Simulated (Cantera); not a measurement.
An adiabatic, constant-pressure homogeneous reactor starts with H2 : O2 : N2 : CO2 = 1 : 0.794 : 2.06 : 0.069 (molar parts), equivalence ratio 0.63, at 1400 K and 780000 Pa.

Detailed kinetics in Cantera: GRI-Mech 3.0 (53 species, 325 reactions). The hydrogen kinetics of GRI-Mech 3.0 are dated; newer H2 mechanisms differ, most at raised pressure.

Problem. Predict: time of steepest temperature rise; temperature at 0.500 s; equilibrium temperature; x(H2) at 0.500 s; x(O2) at 0.500 s; x(N2O) at 0.500 s; x(NO2) at 0.500 s; x(HO2) at 0.500 s; x(NO) at 0.500 s; x(OH) at 0.500 s.

Solution. 
```json
{
  "time_of_steepest_temperature_rise": "2.37 µs",
  "temperature at 0.500 s": "2851 K",
  "equilibrium_temperature": "2851 K",
  "x(H2) at 0.500 s": "0.00932 (gas-phase equilibrium 0.00932)",
  "x(O2) at 0.500 s": "0.0716 (gas-phase equilibrium 0.0716)",
  "x(N2O) at 0.500 s": "2.67e-6 (gas-phase equilibrium 2.67e-6)",
  "x(NO2) at 0.500 s": "2.09e-5 (gas-phase equilibrium 2.09e-5)",
  "x(HO2) at 0.500 s": "3.84e-5 (gas-phase equilibrium 3.84e-5)",
  "x(NO) at 0.500 s": "0.0198 (gas-phase equilibrium 0.0198)",
  "x(OH) at 0.500 s": "0.0280 (gas-phase equilibrium 0.0280)"
}
```
